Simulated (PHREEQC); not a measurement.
0.1 mol of Atacamite (Cu2(OH)3Cl) is brought to equilibrium with 1 kg of water holding 0.01 mol/kgw KCl, with rising amounts of KBr, at 20 °C. O2 is buffered at 0.21 atm. CO2 from the air is kept out. Only these solids could form: Atacamite, Cu(OH)2.

Equilibrium calculation in PHREEQC: ion-association model, wateq4f.dat.

```json
[
 {"KBr added (mol)": "0", "pH": "7.17", "dissolved Cu (mol/kgw)": "7.07e-6", "dissolved Cl (mol/kgw)": "0.0100"},
 {"KBr added (mol)": "0.0417", "pH": "7.25", "dissolved Cu (mol/kgw)": "8.04e-6", "dissolved Cl (mol/kgw)": "0.0100"},
 {"KBr added (mol)": "0.0833", "pH": "7.28", "dissolved Cu (mol/kgw)": "8.52e-6", "dissolved Cl (mol/kgw)": "0.0100"},
 {"KBr added (mol)": "0.125", "pH": "7.30", "dissolved Cu (mol/kgw)": "8.84e-6", "dissolved Cl (mol/kgw)": "0.0100"},
 {"KBr added (mol)": "0.167", "pH": "7.32", "dissolved Cu (mol/kgw)": "9.07e-6", "dissolved Cl (mol/kgw)": "0.0100"},
 {"KBr added (mol)": "0.208", "pH": "7.34", "dissolved Cu (mol/kgw)": "9.25e-6", "dissolved Cl (mol/kgw)": "0.0100"},
 {"KBr added (mol)": "0.25", "pH": "7.35", "dissolved Cu (mol/kgw)": "9.39e-6", "dissolved Cl (mol/kgw)": "0.0100"},
 {"KBr added (mol)": "0.292", "pH": "7.36", "dissolved Cu (mol/kgw)": "9.50e-6", "dissolved Cl (mol/kgw)": "0.0100"},
 {"KBr added (mol)": "0.333", "pH": "7.37", "dissolved Cu (mol/kgw)": "9.59e-6", "dissolved Cl (mol/kgw)": "0.0100"},
 {"KBr added (mol)": "0.375", "pH": "7.38", "dissolved Cu (mol/kgw)": "9.67e-6", "dissolved Cl (mol/kgw)": "0.0100"},
 {"KBr added (mol)": "0.417", "pH": "7.39", "dissolved Cu (mol/kgw)": "9.72e-6", "dissolved Cl (mol/kgw)": "0.0100"},
 {"KBr added (mol)": "0.458", "pH": "7.40", "dissolved Cu (mol/kgw)": "9.77e-6", "dissolved Cl (mol/kgw)": "0.0100"},
 {"KBr added (mol)": "0.5", "pH": "7.41", "dissolved Cu (mol/kgw)": "9.80e-6", "dissolved Cl (mol/kgw)": "0.0100"}
]
```

The database's constant for dissolved Cu(OH)2 is higher than later reviews accept.
